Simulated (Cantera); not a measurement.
A closed system holds: 1 mol SiHCl3, 0.08 mol C3H8, 1.6 mol H2, at 975 K and 338 Torr.

Equilibrium computed with Cantera from the NASA thermochemical tables; the gas is ideal and each condensed phase is pure. Candidate condensed phases: C, C6H6, C7H8, C8H18, Si, SiC; 109 gas species. The tables' values for SiCl3 are old estimates; treat these amounts as uncertain. Kinetics and transport are ignored.

Base state: H2 0.735, SiCl4 0.204, SiHCl3 0.0353, HCl 0.0243, SiCl3 0.000768, SiH2Cl2 0.000640, CH4 0.000150, SiCl2 8.19e-5 (mole fractions); condensed: SiC(s).

### Question
What changes in the equilibrium state with this change: SiHCl3 replaced by CH3SiCl3?

### Answer
| species | before | after |
|---|---|---|
| H2 | 0.735 | 0.723 |
| SiCl4 | 0.204 | 0.155 |
| HCl | 0.0243 | 0.0848 |
| CH4 | 0.000150 | 0.0296 |
| SiHCl3 | 0.0353 | 0.00754 |
| SiH2Cl2 | 0.000640 | 3.85e-5 |
| SiCl2 | 8.19e-5 | 5.00e-6 |
| SiCl3 | 0.000768 | 0.000165 |
| SiC(s), mol | 0.240 | 0.330 |
| C(graphite), mol | 0 | 0.788 |
The feed counts by its element totals alone.

### Question
What changes in the equilibrium state with this change: SiHCl3 replaced by Si(CH3)4?

### Answer
```csv
species,before,after
H2,0.735,0.949
CH4,0.000150,0.0509
SiCl4,0.204,0
SiHCl3,0.0353,0
HCl,0.0243,0
SiCl3,0.000768,0
SiH2Cl2,0.000640,0
SiCl2,8.19e-5,0
"SiC(s), mol",0.240,1.00
"C(graphite), mol",0,2.86
```
